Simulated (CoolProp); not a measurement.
Vapour-liquid equilibrium of R1234yf (1) + isobutane (2) at 0.0375 MPa; x and y are mole fractions of (1).

Computed with CoolProp (multi-fluid Helmholtz-energy mixture model, Lemmon 2022 and Bücker 2006; pair parameters Bell 2016).

| x | bubble temperature (°C) | y at the bubble point | dew temperature at overall composition x (°C) | liquid density (mol/L) |
|---|---|---|---|---|
| 0.05 | -40.4 | 0.279 | -35.6 | 10.75 |
| 0.2 | -47.3 | 0.551 | -38.6 | 10.91 |
| 0.35 | -49.3 | 0.630 | -42.0 | 11.00 |
| 0.5 | -50.2 | 0.674 | -45.9 | 11.10 |
| 0.65 | -50.7 | 0.721 | -49.8 | 11.22 |
| 0.8 | -50.9 | 0.793 | -50.9 | 11.36 |
| 0.95 | -50.3 | 0.929 | -50.2 | 11.51 |

y crosses x between x = 0.65 and 0.8: the model has an azeotrope there.

The pair parameters rest on a limited set of measurements; away from them the model extrapolates.
